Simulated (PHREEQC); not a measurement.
**Acid mine or pickling water**

Model water analysis in mg/L, 25 °C, pH 3.84, pe 11.8:

```
constituent   mg/L
-----------  -----
Na            37.5
K             8.21
Ca            80.4
Mg              44
Cl            52.4
S(6) as SO4    334
Zn            1.05
Fe(3)         2.62
Mn(2)        0.148
Al            0.19
```

Valence states are taken as typed.

Equilibrium calculation in PHREEQC: ion-association model, phreeqc.dat.

Precipitation was switched off in this run.

Task: What ionic strength, specific conductance, charge-balance error does the model give?

Result: ionic strength 0.0135 mol/kgw; specific conductance 920 µS/cm; charge-balance error 8.9 %.

Task: In which forms is Mn present?

Result: Mn+2 83 %, MnSO4 16 % of the Mn.

Saturation is exceeded, for instance for Jarosite-K, Hematite (slow to form); the values hold only as long as no solid forms. Complexes and solids missing from the database can't appear.
